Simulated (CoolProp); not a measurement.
A closed Brayton cycle with dry air: compressor inlet 313.15 K and 5 MPa, high pressure 10.5 MPa, turbine inlet 810 K, compressor efficiency 0.89, turbine efficiency 0.93, recuperator effectiveness 0 (on enthalpy, no pinch check). Each further row changes one setting.

Computed with CoolProp (reference Helmholtz-energy equation of state, Lemmon 2000). It is a pseudo-pure fit of the blend.

| case | thermal efficiency (%) | net work (kJ/kg) | compressor to turbine work | compressor exit (K) | turbine exit (K) |
|---|---|---|---|---|---|
| as stated | 14.5 | 65.1 | 0.57 | 397.4 | 675.3 |
| turbine inlet 760 K | 14.2 | 55.8 | 0.60 | 397.4 | 632.3 |
| compressor inlet 323.15 K | 14.3 | 62.2 | 0.58 | 409.9 | 675.3 |
| high pressure 8.92 MPa | 11.7 | 54.9 | 0.54 | 377.3 | 703.0 |
| recuperator effectiveness 0.5 | 21.6 | 65.1 | 0.57 | 397.4 | 675.3 |
